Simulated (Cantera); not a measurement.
What does this Cantera script print?

```python
import numpy as np
import cantera as ct

gas_names = [...]  # 87 gases of nasa_gas.yaml made of C, H, Si
cond_names = """
    C(gr) C6H6(L) C7H8(L) C8H18(L),n-octa Si(cr) Si(L) SiC(b)
""".split()


# ... load() reads the species with a 1 bar reference pressure and builds the phases ...
atoms = {
    'SiH4': {'Si': 1, 'H': 4},
    'C3H8': {'C': 3, 'H': 8},
    'H2': {'H': 2},
}
top_T = {'C(gr)': 4500, 'SiC(b)': 3050}  # K; cautious upper limits of use, not melting points


# ... equilibrate(T, P, feed) seeds the gas with the atoms and calls Mixture.equilibrate('TP', solver="vcs", rtol=1e-11, max_steps=5000) ...
results = []
feed = {'SiH4': 1, 'C3H8': 0.0074, 'H2': 3.4}  # mol
T = 2023  # K
P = 13332.2  # Pa
mix = equilibrate(T, P, feed)
results.append((T, P, feed, dict(zip(mix.species_names, mix.species_moles))))
print(gas.report(threshold=1e-06))
for i in range(1, mix.n_phases):
    print(f"{mix.phase(i).name:16s} {mix.phase_moles(i):12.5e} mol")
```

Result:

```
       temperature   2023 K
          pressure   13332 Pa
           density   0.0016085 kg/m^3
  mean mol. weight   2.0293 kg/kmol
   phase of matter   gas

                          1 kg             1 kmol
                     ---------------   ---------------
          enthalpy        2.7142e+07         5.508e+07  J
   internal energy        1.8854e+07         3.826e+07  J
           entropy        1.0141e+05        2.0579e+05  J/K
    Gibbs function         -1.78e+08       -3.6122e+08  J
 heat capacity c_p             16854             34201  J/K
 heat capacity c_v             12756             25886  J/K

                      mass frac. Y      mole frac. X     chem. pot. / RT
                     ---------------   ---------------   ---------------
               CH4        2.4825e-05        3.1401e-06           -48.685
    C2H2,acetylene        4.0531e-05        3.1588e-06           -32.756
                 H          0.002576          0.005186           -10.769
                H2           0.98763           0.99414           -21.538
                Si         0.0059061        0.00042675           -5.9513
               SiH         0.0014326        9.9924e-05            -16.72
              SiH2         0.0017819        0.00012013           -27.489
               Si2        0.00012934        4.6728e-06           -11.903
              Si2C        0.00043263        1.2876e-05           -17.512
     [  +78 minor]        4.9953e-05        1.6837e-06

C(gr)             0.00000e+00 mol
Si(L)             9.74192e-01 mol
SiC(b)            2.20758e-02 mol
```

These are equilibrium values from Cantera (NASA tables, ideal gas, pure condensed phases), not measurements of a reactor. Mutual solubility and eutectic melting of coexisting phases are not modelled. Gases not in the tables: Si2H6 and higher silanes.
